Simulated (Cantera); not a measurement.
A Cantera script and its output.

```python
import numpy as np
import cantera as ct

gas = ct.Solution("gri30.yaml")
gas.TPX = 348, 120000, {'CH4': 1, 'O2': 1.33, 'N2': 5.01}
inlet = ct.Reservoir(gas, clone=True)
gas.equilibrate("HP")  # start burning
reactor = ct.IdealGasConstPressureReactor(gas, energy="on", clone=False)
exhaust = ct.Reservoir(gas, clone=True)
tau = [0.14, 0.061, 0.026, 0.011, 0.0047, 0.002, 0.00085, 0.00036, 0.00015, 6.6e-05, 2.8e-05, 1.2e-05][0]
for a, b in ((inlet, reactor), (reactor, exhaust)):
    ct.MassFlowController(a, b, mdot=lambda t: reactor.mass / tau)
net = ct.ReactorNet([reactor])
show = ['CH4', 'O2', 'CH2CO', 'CH2O', 'HCO', 'CH2']

rows = []
print(f"{'tau/s':>10s}{'T/K':>9s}" + "".join(f"{s:>11s}" for s in show))
for tau in [0.14, 0.061, 0.026, 0.011, 0.0047, 0.002, 0.00085, 0.00036, 0.00015, 6.6e-05, 2.8e-05, 1.2e-05]:
    net.initial_time = 0.0
    net.advance(30 * tau)
    before = gas.X
    net.advance(40 * tau)
    drift = np.max(np.abs(gas.X - before) / (gas.X + 1e-9))
    rows.append([gas.T, *gas[show].X, drift])
    print(f"{tau:10.3e}{gas.T:9.1f}" + "".join(f"{x:11.3e}" for x in gas[show].X))
```

Output:

```
     tau/s      T/K        CH4         O2      CH2CO       CH2O        HCO        CH2
 1.400e-01   1939.2  1.436e-03  1.975e-04  3.204e-06  3.894e-06  4.665e-08  7.907e-07
 6.100e-02   1940.4  2.039e-03  3.949e-04  7.027e-06  7.024e-06  8.115e-08  1.526e-06
 2.600e-02   1939.4  2.685e-03  7.744e-04  1.395e-05  1.247e-05  1.549e-07  2.909e-06
 1.100e-02   1934.0  3.351e-03  1.481e-03  2.514e-05  2.181e-05  3.143e-07  5.382e-06
 4.700e-03   1920.9  4.121e-03  2.786e-03  4.199e-05  3.777e-05  6.548e-07  9.386e-06
 2.000e-03   1892.5  5.379e-03  5.488e-03  7.042e-05  6.791e-05  1.393e-06  1.493e-05
 8.500e-04   1796.2  9.951e-03  1.519e-02  1.761e-04  1.617e-04  2.966e-06  1.590e-05
 3.600e-04    348.0  1.362e-01  1.812e-01  4.261e-20  1.006e-19 -1.072e-37 -1.109e-34
 1.500e-04    348.0  1.362e-01  1.812e-01  1.303e-21  3.076e-21 -3.309e-41  1.656e-36
 6.600e-05    348.0  1.362e-01  1.812e-01  8.231e-23  1.943e-22 -1.027e-43  1.311e-37
 2.800e-05    348.0  1.362e-01  1.812e-01  5.199e-24  1.227e-23 -7.022e-46  2.252e-38
 1.200e-05    348.0  1.362e-01  1.812e-01  3.284e-25  7.753e-25 -9.359e-48 -2.850e-39
```

Model: GRI-Mech 3.0 (53 species, 325 reactions), integrated in Cantera.
